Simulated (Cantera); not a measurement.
Charge: 1 mol Ta(OEt)5, 0.27 mol O2, equilibrated at 1300 K and 0.560 bar.

Cantera equilibrium calculation (NASA polynomials, part measured and part estimated; ideal gas, pure solids and liquids). Candidate condensed phases: C, C6H6, C7H8, C8H18, H2O, Ta, TaC, Ta2O5; 113 gas species. The feed counts by its element totals alone. TaC: taken at fixed stoichiometry. Condensed phases not in the tables: Ta2C. Kinetics and transport are ignored.

Base state: H2 0.690, CO 0.307, CH4 0.00210, H2O 0.00108, CO2 0.000272 (mole fractions); condensed: C(graphite) + TaC(s).

**Question.** What changes in the equilibrium state with this change: temperature from 1300 K to 2323.15 K?

**Answer.** 
| species | before | after |
|---|---|---|
| H2 | 0.690 | 0.679 |
| CO | 0.307 | 0.305 |
| H | 1.23e-6 | 0.0120 |
| C2H2 (acetylene) | 3.98e-7 | 0.00329 |
| CO2 | 0.000272 | 3.59e-7 |
| CH3 | 7.33e-8 | 1.75e-5 |
| H2O | 0.00108 | 4.54e-6 |
| C(graphite), mol | 3.45 | 3.34 |
| TaC(s), mol | 1.00 | 1.00 |

**Question.** What changes in the equilibrium state with this change: pressure from 0.560 bar to 1.10 mbar?

**Answer.** 
| species | before | after |
|---|---|---|
| H2 | 0.690 | 0.693 |
| CO | 0.307 | 0.307 |
| H | 1.23e-6 | 2.78e-5 |
| CH4 | 0.00210 | 4.15e-6 |
| H2O | 0.00108 | 2.13e-6 |
| CO2 | 0.000272 | 5.37e-7 |
| C(graphite), mol | 3.45 | 3.46 |
| TaC(s), mol | 1.00 | 1.00 |

**Question.** What changes in the equilibrium state with this change: O2 from 0.27 to 3.2 mol?

**Answer.** 
| species | before | after |
|---|---|---|
| H2 | 0.690 | 0.561 |
| CO | 0.307 | 0.436 |
| H2O | 0.00108 | 0.00140 |
| CH4 | 0.00210 | 0.00123 |
| CO2 | 0.000272 | 0.000618 |
| C(graphite), mol | 3.45 | 0 |
| TaC(s), mol | 1.00 | 0.319 |
| Ta2O5(s), mol | 0 | 0.340 |
Mutual solubility and eutectic melting of coexisting phases are not modelled.
